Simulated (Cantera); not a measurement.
**Equilibrium for chlorosilane synthesis and conversion: Si + HCl + H2**

A closed system holds: 1 mol Si, 2.9 mol HCl, 1.2 mol H2, equilibrated at 1273.15 K and 7.90 bar.

These are equilibrium values from Cantera (NASA tables, ideal gas, pure condensed phases), not measurements of a reactor. Candidate condensed phases: Si; 19 gas species. The tables' values for SiCl3 are old estimates; treat these amounts as uncertain. Equilibrium is a limit: real reactors are often held back by kinetics, nucleation or transport.

The x(H2) comes out as 0.720 and the x(SiCl4) is 0.124. The x(SiHCl3) comes out as 0.0907 and the x(HCl) is 0.0395. The x(SiCl3) comes out as 0.0103 and the x(SiH2Cl2) is 0.00916. The x(SiCl2) is 0.00560, the x(SiH3Cl) is 0.000258 and the x(SiH4) comes out as 3.03e-6. The n(Si(s)) comes out as 0.198 mol and the gas amount comes out as 3.334 mol.
